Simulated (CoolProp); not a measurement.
Vapour-liquid equilibrium of 1-butene (1) + n-butane (2) at 1.77 MPa; x and y are mole fractions of (1).

Values from CoolProp's multi-fluid Helmholtz-energy mixture model, Lemmon 2005 and Bücker 2006; pair parameters Bell 2016.

Problem. Give the bubble temperature and the first vapour's composition at x = 0.25, 0.55, 0.85. Is there an azeotrope?

Solution. x = 0.25: 378.6 K, y = 0.271; x = 0.55: 375.9 K, y = 0.575; x = 0.85: 373.6 K, y = 0.861. No azeotrope shows between x = 0.05 and 0.95.

The pair parameters rest on a limited set of measurements; away from them the model extrapolates.
